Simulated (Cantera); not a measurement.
Input: 1 mol Al2O3, 3.2 mol O2, at 1330 Pa.

Equilibrium computed with Cantera from the NASA thermochemical tables; the gas is ideal and each condensed phase is pure. Candidate condensed phases: Al, Al2O3; 9 gas species. The numbers say what is thermodynamically allowed, not how fast it happens.

x: gas mole fraction; n: condensed amount in mol.

| T (°C) | x O2 | x O | x AlO | x AlO2 | n Al2O3(s) | n Al2O3(l) |
|---|---|---|---|---|---|---|
| 1175 | 1.000 | 1.69e-5 | <1e-12 | <1e-12 | 1.00 | 0 |
| 1325 | 1.000 | 0.000123 | <1e-12 | <1e-12 | 1.00 | 0 |
| 1475 | 0.999 | 0.000635 | <1e-12 | <1e-12 | 1.00 | 0 |
| 1625 | 0.997 | 0.00254 | 3.86e-11 | ___ | 1.00 | 0 |
| 1775 | 0.992 | 0.00827 | 2.31e-9 | ___ | 1.00 | 0 |
| 1925 | 0.977 | 0.0229 | 7.84e-8 | ___ | 1.00 | 0 |
| 2075 | 0.945 | 0.0550 | 1.65e-6 | ___ | 0 | 1.000 |
| 2225 | 0.883 | 0.117 | 2.07e-5 | ___ | 0 | 1.000 |

### Question
What belongs in the gaps?

### Answer

- 1625, x AlO2: 3.60e-11
- 1775, x AlO2: 1.08e-9
- 1925, x AlO2: 2.03e-8
- 2075, x AlO2: 2.50e-7
- 2225, x AlO2: 1.92e-6
